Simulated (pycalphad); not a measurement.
**Effect of Ti content in Si-Ti**

All values are pycalphad results on the COST 507 light-alloy database (1999) (1 atm), not direct measurements. These are 1990s assessments: newer ones move some temperatures and phases. Amounts are mole fractions of atoms. Kinetics are ignored, which matters at the lower temperatures.

```json
[
 {"alloy": "Si-0.4253Ti (wt.%)", "liquidus (°C)": "1413", "first solid": "DIAMOND_A4", "solidus (°C)": "1331", "phases at 227 °C": "DIAMOND_A4 0.99, SI2TI 0.01"},
 {"alloy": "Si-0.8492Ti (wt.%)", "liquidus (°C)": "1412", "first solid": "DIAMOND_A4", "solidus (°C)": "1331", "phases at 227 °C": "DIAMOND_A4 0.98, SI2TI 0.02"},
 {"alloy": "Si-1.692Ti (wt.%)", "liquidus (°C)": "1410", "first solid": "DIAMOND_A4", "solidus (°C)": "1331", "phases at 227 °C": "DIAMOND_A4 0.97, SI2TI 0.03"},
 {"alloy": "Si-2.53Ti (wt.%)", "liquidus (°C)": "1408", "first solid": "DIAMOND_A4", "solidus (°C)": "1331", "phases at 227 °C": "DIAMOND_A4 0.95, SI2TI 0.05"},
 {"alloy": "Si-5.007Ti (wt.%)", "liquidus (°C)": "1405", "first solid": "DIAMOND_A4", "solidus (°C)": "1331", "phases at 227 °C": "DIAMOND_A4 0.91, SI2TI 0.09"},
 {"alloy": "Si-6.631Ti (wt.%)", "liquidus (°C)": "1403", "first solid": "DIAMOND_A4", "solidus (°C)": "1331", "phases at 227 °C": "DIAMOND_A4 0.88, SI2TI 0.12"}
]
```

Database names, with the compositions (at.%) that they take in these runs: SI2TI: Si 67 Ti 33. DIAMOND_A4 is diamond (Si).
